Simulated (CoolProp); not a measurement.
A simple Rankine cycle with R1224YDZ: condensing at 295.15 K, boiler at 2.19 MPa, turbine inlet 420.3 K, turbine efficiency 0.75, pump efficiency 0.8, no recuperator. Each further row changes one setting.

Values from CoolProp's reference Helmholtz-energy equation of state, Akasaka 2023.

```tsv
case	thermal efficiency (%)	net work (kJ/kg)	heat in (kJ/kg)	turbine exit temperature (K)	volume ratio over the turbine
as stated	14.7	36.3	247	349.1	…
turbine inlet 440.3 K	14.7	40.0	272	372.9	18.1
condensing temperature 287.15 K	15.7	40.4	256	343.7	26.1
boiler pressure 1.53 MPa	…	34.6	…	364.3	12.2
turbine efficiency 0.65	12.6	31.2	247	354.9	…
```

Question: Complete the blanks.

Answer: 
- as stated, volume ratio over the turbine: 19.5
- boiler pressure 1.53 MPa, thermal efficiency (%): 13.4
- boiler pressure 1.53 MPa, heat in (kJ/kg): 259
- turbine efficiency 0.65, volume ratio over the turbine: 19.8
